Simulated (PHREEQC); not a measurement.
0.015 g of hydrous ferric oxide (600 m²/g; 0.2 weak and 0.005 strong sites per Fe, Dzombak-Morel constants, diffuse double layer) in 1 kg of water with 0.05 mol/kgw of an inert sodium salt and 6.8e-07 mol BaCl2 and 1.5e-06 mol MnCl2, at 25 °C; the pH is set by adding NaOH or the inert anion's acid. No oxygen is let in. The system is closed to CO2. Nothing may precipitate in this run.

The series has 13 steps of pH, from 4 to 12.

Model: ion-association model, wateq4f.dat, run in PHREEQC.

Q: Near which pH is half of the Ba sorbed, and on which side is more sorbed?

A: Near pH 9.9, with more sorbed at higher pH.

Q: Near which pH is half of the Mn sorbed, and on which side is more sorbed?

A: Near pH 7.8, with more sorbed at higher pH.
